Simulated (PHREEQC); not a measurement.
0.5 mol of Zn3(PO4)2:4w (Zn3(PO4)2:4H2O) is brought to equilibrium with 1 kg of water, with rising amounts of NaCl, at 25 °C. O2 is buffered at 0.21 atm. No CO2 enters from the air. Only these solids could form: Zn3(PO4)2:4w, Zn(OH)2-e, Zn5(OH)8Cl2, Halite.

Equilibrium calculation in PHREEQC: ion-association model, wateq4f.dat.

Problem. Predict dissolved P (mol/kgw) at NaCl added (mol) = 0.0167, 0.0333.

Solution. 
```
NaCl added (mol)  dissolved P (mol/kgw)
----------------  ---------------------
0.0167                          3.54e-5
0.0333                          4.17e-5
```

H3PO4, which wateq4f.dat lacks, is added to it with the constant of phreeqc.dat. The database has no phosphate complexes of Zn.
